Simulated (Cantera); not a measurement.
**Diamond growth**

A diamond (100) surface in a fixed gas of H2 with x(CH4) = 0.023, x(CH3) = 1.6e-05, at 1075 K, 0.0780 bar; coverages are run to steady state.

Detailed kinetics in Cantera: the Harris–Goodwin 1993 mechanism for the reconstructed diamond (100) surface.

```csv
x(H),growth (µm/h),θ c6HH,θ c6H*,θ c6*H,θ c6**,θ c6HM
0.0001,0.0849,0.601,0.0216,0.364,0.00564,0.00548
0.00025,0.207,0.560,0.0237,0.398,0.00954,0.00557
0.00062,0.399,0.542,0.0246,0.414,0.0127,0.00447
0.0016,0.615,0.535,0.0251,0.422,0.0146,0.00272
0.0039,0.762,0.532,0.0253,0.425,0.0155,0.00139
0.0097,0.845,0.531,0.0255,0.426,0.0159,0.000623
0.024,0.884,0.531,0.0258,0.427,0.0161,0.000264
0.061,0.904,0.531,0.0264,0.426,0.0163,0.000106
0.15,0.920,0.531,0.0279,0.425,0.0166,4.38e-5
```
θ: site fractions in the mechanism's names (c6HH fully hydrogenated, c6H* and c6*H radical sites, c6** diradical, c6HM methylated).
